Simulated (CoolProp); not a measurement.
The fluid at 365.59 K and 0.607 MPa flows at 7.9 m/s in a round tube of 2 mm bore and 15 µm roughness, fully developed (64/Re and Nu = 3.66 if laminar; Colebrook and Gnielinski if turbulent). The same conditions are run with several fluids, on thermodynamics alone (safety and materials aside).

The numbers come from the reference Helmholtz-energy equation of state of each fluid (ethanol: Schroeder 2014; ethylbenzene: Zhou 2012; toluene: Lemmon 2006; n-hexane: Thol 2019; m-xylene: Zhou 2012) in CoolProp.

```
fluid         Reynolds number  Darcy friction factor  pressure drop (Pa/m)  heat-transfer coefficient (W/(m² K))  mass flow (kg/h)
------------  ---------------  ---------------------  --------------------  ------------------------------------  ----------------
ethanol                 31600                 0.0366                413000                            (withheld)              64.6
ethylbenzene            39000                 0.0362                454000                                 19100        (withheld)
toluene                 43900                 0.0361            (withheld)                                 20500              71.3
n-hexane                56400                 0.0357            (withheld)                            (withheld)              52.7
m-xylene                40800                 0.0362                452000                                 19600        (withheld)
```

Question: Some entries are withheld; supply them.

Answer: 
- ethanol, heat-transfer coefficient (W/(m² K)): 23100
- ethylbenzene, mass flow (kg/h): 71.7
- toluene, pressure drop (Pa/m): 449000
- n-hexane, pressure drop (Pa/m): 329000
- n-hexane, heat-transfer coefficient (W/(m² K)): 22500
- m-xylene, mass flow (kg/h): 71.5

Transport values come from each fluid's own correlations; those of ethylbenzene are estimates that may be off by 10 % or more.
